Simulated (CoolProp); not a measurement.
Vapour pressure (bar) of propyne: the reference equation beside estimates from Tc = 402.7 K, pc = 56.58 bar, ω = 0.204.

Values from CoolProp's reference Helmholtz-energy equation of state, Polt 1992. This equation is an older, rougher fit; its heat capacities, sound speeds and derivatives of the liquid may be far off and weren't checked against measurements.

```tsv
T (K)	reference	Lee-Kesler	van der Waals
303.8	?	6.932	16.44
313.2	8.812	?	19.01
322.5	11.17	11.36	21.79
331.8	13.98	14.20	24.82
341.1	17.30	17.53	28.10
350.4	21.18	?	31.64
359.7	25.68	25.87	35.44
369	?	31.00	39.51
378.3	36.79	36.87	43.85
```

Task: Some entries are withheld; supply them.

Result: 
- 303.8, reference: 6.836
- 313.2, Lee-Kesler: 8.958
- 350.4, Lee-Kesler: 21.40
- 369, reference: 30.86

Absolute difference from the reference over all 9 rows, mean and median: Lee-Kesler 1.1 and 1.3 %, van der Waals 69.5 and 62.4 %.
